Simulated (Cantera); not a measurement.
Input: 1 mol SiCl4, 22 mol H2, equilibrated at 1.00 bar.

These are equilibrium values from Cantera (NASA tables, ideal gas, pure condensed phases), not measurements of a reactor. Candidate condensed phases: Si; 19 gas species. The tables' values for SiCl3, SiCl are old estimates; treat these amounts as uncertain. Gases not in the tables: Si2H6 and higher silanes. Kinetics and transport are ignored.

x: gas mole fraction; n: condensed amount in mol.

```tsv
T (°C)	x H2	x HCl	x SiCl2	x H	x SiCl3	n Si(s)	n Si(l)
1250	0.881	0.0822	0.0251	2.17e-5	0.00473	0.136	0
1400	0.874	0.0886	0.0324	0.000106	0.00283	0.116	0
1550	0.869	0.0965	0.0321	___	0.00152	0	___
1700	0.864	0.103	0.0303	0.00125	0.000847	0	0.243
1850	0.859	0.108	0.0282	0.00333	0.000501	0	0.290
2000	0.852	0.111	___	___	0.000311	0	0.310
2150	0.839	0.113	0.0238	0.0162	0.000200	0	0.271
```

### Question
Fill in the missing entries.

### Answer

- 2000, x SiCl2: 0.0260
- 2000, x H: 0.00775
- 1550, x H: 0.000404
- 1550, n Si(l): 0.180
